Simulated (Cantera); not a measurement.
Cantera run:

```python
import numpy as np
import cantera as ct

gas_names = """
    N NO NO2 NO3 N2 N2O O O2 O3 V VN VO VO2
""".split()
cond_names = """
    V(cr) V(L) VN(s) VO(s) VO(L) V2O3(s) V2O3(L) V2O4(I) V2O4(II) V2O4(L) V2O5(s) V2O5(L)
""".split()


# ... load() reads the species with a 1 bar reference pressure and builds the phases ...
atoms = {
    'V': {'V': 1},
    'O2': {'O': 2},
    'N2': {'N': 2},
}
top_T = {'VN(s)': 2300}  # K; cautious upper limits of use, not melting points


# ... equilibrate(T, P, feed) seeds the gas with the atoms and calls Mixture.equilibrate('TP', solver="vcs", rtol=1e-11, max_steps=5000) ...
results = []
feed = {'V': 1, 'O2': 0.8, 'N2': 62}  # mol
P = 19  # Pa
for T in [1625, 1725, 1825, 1925, 2025, 2125, 2225, 2325]:
    mix = equilibrate(T, P, feed)
    results.append((T, P, feed, dict(zip(mix.species_names, mix.species_moles))))

top = {s: max(r[3][s] / sum(r[3][g] for g in gas_names) for r in results) for s in gas_names}
cols = sorted((s for s in top if top[s] > 1e-06), key=lambda s: -top[s])[:6]
seen = [c for c in cond_names if any(r[3].get(c, 0) > 1e-12 for r in results)]
print("log10 of partial pressures in bar; condensed amounts in mol")
print(f"{'T/K':>10s}" + "".join(f"{s[:9]:>10s}" for s in cols + seen))
for T, P, feed, n in results:
    ng = sum(n[g] for g in gas_names)
    print(f"{T:10.4g}" + "".join(f"{np.log10(max(n[s] / ng * P / 1e5, 1e-99)):10.3f}" for s in cols)
          + "".join(f"{n.get(c, 0):10.4g}" for c in seen))
```

Result:

```
log10 of partial pressures in bar; condensed amounts in mol
       T/K        N2       VO2        VO         O         V        O2     VO(s)   V2O3(s)
      1625    -3.722    -6.309   -10.552    -8.530   -16.064    -7.639         0    0.4196
      1725    -3.723    -6.216    -8.691    -9.157   -12.363    -9.841         0    0.4001
      1825    -3.723    -6.151    -7.027    -9.739    -9.036   -11.851         0    0.3687
      1925    -3.727    -5.738    -6.237    -9.204    -7.809   -11.540    0.1983         0
      2025    -3.728    -5.729    -5.963    -8.647    -7.217   -11.110         0         0
      2125    -3.728    -5.730    -5.964    -7.903    -7.168   -10.243         0         0
      2225    -3.728    -5.739    -5.955    -7.245    -7.094    -9.490         0         0
      2325    -3.729    -5.771    -5.919    -6.693    -6.948    -8.902         0         0
```

Equilibrium computed with Cantera from the NASA thermochemical tables; the gas is ideal and each condensed phase is pure. VO: taken at fixed stoichiometry. Condensed phases not in the tables: the oxides between V2O3 and V2O5 other than VO2.
